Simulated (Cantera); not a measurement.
# Diamond growth

A diamond (100) surface in a fixed gas of H2 with x(CH4) = 0.0086, x(H) = 0.0087, at 1175 K, 2300 Pa; coverages are run to steady state.

Detailed kinetics in Cantera: the Harris–Goodwin 1993 mechanism for the reconstructed diamond (100) surface.

```csv
x(CH3),growth (µm/h),θ c6HH,θ c6H*,θ c6*H,θ c6**,θ c6HM
1e-06,0.00851,0.457,0.0358,0.481,0.0269,1.05e-5
2.6e-06,0.0221,0.457,0.0358,0.481,0.0269,2.73e-5
6.9e-06,0.0587,0.457,0.0357,0.480,0.0269,7.24e-5
1.8e-05,0.153,0.457,0.0357,0.480,0.0269,0.000189
4.8e-05,0.408,0.456,0.0357,0.480,0.0268,0.000503
0.00013,1.10,0.456,0.0357,0.479,0.0267,0.00136
0.00033,2.78,0.454,0.0355,0.478,0.0265,0.00343
0.00088,7.28,0.450,0.0352,0.473,0.0258,0.00900
0.0023,18.2,0.441,0.0343,0.461,0.0243,0.0226
```
θ: site fractions in the mechanism's names (c6HH fully hydrogenated, c6H* and c6*H radical sites, c6** diradical, c6HM methylated).
